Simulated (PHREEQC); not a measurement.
AlCl3 is added in steps, without added water, to 1 kg of water holding 0.026 mol/kgw CuCl2, 0.0035 mol/kgw HCl and 0.00071 mol/kgw NaCl, at 20 °C. Oxygen is held at 0.21 atm. No CO2 enters from the air. Solids allowed: Al(OH)3(a), Halite. Others were left out.

Base run: PHREEQC, ion-association model, phreeqc.dat. Each further column changes one thing. The table gives CuCl+ (mol/kgw).

```
AlCl3 added (mol)     base  all activity coefficients set to 1  database wateq4f.dat
-----------------  -------  ----------------------------------  --------------------
0                  0.00122                                   …               0.00122
0.01375            0.00171                                   …               0.00170
0.0275             0.00212                                   …               0.00211
0.03438            0.00231                                   …               0.00229
0.04813            0.00266                             0.00726               0.00264
0.06187            0.00298                             0.00819               0.00296
0.07562            0.00328                             0.00899               0.00325
0.0825             0.00342                             0.00934               0.00339
0.09625            0.00370                                   …               0.00367
0.11               0.00396                                   …               0.00392
```

Q: What belongs in the gaps?

A: 
- 0, all activity coefficients set to 1: 0.00261
- 0.01375, all activity coefficients set to 1: 0.00421
- 0.0275, all activity coefficients set to 1: 0.00557
- 0.03438, all activity coefficients set to 1: 0.00618
- 0.09625, all activity coefficients set to 1: 0.00998
- 0.11, all activity coefficients set to 1: 0.0105

The ionic strength passes 0.7 mol/kgw, the rough limit of the ion-association models, in part of: base; all activity coefficients set to 1; database wateq4f.dat. phreeqc.dat and wateq4f.dat share most of their constants, so their agreement is no independent check. Solids allowed in the column 'database wateq4f.dat': Al(OH)3(a), Tenorite, Atacamite, Halite.
